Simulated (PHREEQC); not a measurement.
Consider water at 25 °C with 0.022 mol HF, 0.003 mol KF and 0.088 mol HCl per kg of water. Closed to the air; pH follows from the charge balance.

Model: ion-association model, phreeqc.dat, run in PHREEQC.

```csv
quantity,before,after
pH,1.15,1.17
ionic strength (mol/kgw),0.0883,0.0884
F- (mol/kgw),0.000307,0.000356
HF2- (mol/kgw),2.89e-5,3.76e-5
SI of Sylvite (KCl),-4.70,-4.40
```

**Question.** What was changed between the two runs?
(A) temperature from 25 to 70 °C
(B) KF from 0.003 to 0.006 mol/kgw
(C) diluted 10-fold with water
(D) temperature from 25 to 35 °C
(E) HF left out

**Answer.** B, KF from 0.003 to 0.006 mol/kgw

No solid was allowed to form.
